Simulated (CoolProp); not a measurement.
Aqueous potassium acetate as a coolant, at 27 °C, 1 atm.

Computed with CoolProp (Melinder's fits for secondary coolants).

```csv
mass %,freezing point (°C),Prandtl number,density (kg/m³),viscosity (mPa s),conductivity (W/(m K))
2.6,-0.9,6.16,1012,0.908,0.601
7.1,-3.0,6.79,1035,?,0.585
11.6,-5.4,7.53,?,1.14,0.570
16.2,-8.3,8.41,1079,1.28,0.554
20.7,-11.8,9.42,?,1.45,0.539
25.2,-16.5,10.6,1127,1.65,0.524
29.7,-22.6,12.2,1153,?,0.510
34.3,-30.6,14.3,?,2.27,0.495
38.8,-39.6,17.0,1205,2.71,0.481
43.3,-48.8,20.3,1231,3.28,0.468
```

Complete the blanks.


- 7.1, viscosity (mPa s): 1.01
- 11.6, density (kg/m³): 1056
- 20.7, density (kg/m³): 1102
- 29.7, viscosity (mPa s): 1.92
- 34.3, density (kg/m³): 1179
